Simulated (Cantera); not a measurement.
Feed: 1 mol AlBr₃, 84 mol N₂, 73 mol H₂, 1.1 mol N₂O, at 1.00 bar.

Cantera equilibrium calculation (NASA polynomials, part measured and part estimated; ideal gas, pure solids and liquids). Candidate condensed phases: Al, AlBr₃, AlN, Al₂O₃, Br₂, H₂O; 41 gas species. Mutual solubility and eutectic melting of coexisting phases are not modelled. The numbers say what is thermodynamically allowed, not how fast it happens. All values below are at 1523 K.

Base state: N₂ 0.533, H₂ 0.449, HBr 0.0178, AlBr₃ 0.000299, Br 5.68e-5, H 1.55e-5, AlBr 1.50e-5, NH₃ 1.27e-5 (mole fractions); condensed: AlN(s) + Al₂O₃(s).

### Question
What changes in the equilibrium state with this change: AlBr₃ replaced by AlI₃?

### Answer
```tsv
species	before	after
N₂	0.533	0.531
H₂	0.449	0.450
HI	0	0.0125
HBr	0.0178	0
I	0	0.00620
AlI	0	2.51e-5
AlBr₃	0.000299	0
Br	5.68e-5	0
I₂	0	2.11e-5
AlBr	1.50e-5	0
AlN(s), mol	0.218	0.262
Al₂O₃(s), mol	0.366	0.366
```
Further candidate phases: AlI₃, I₂.
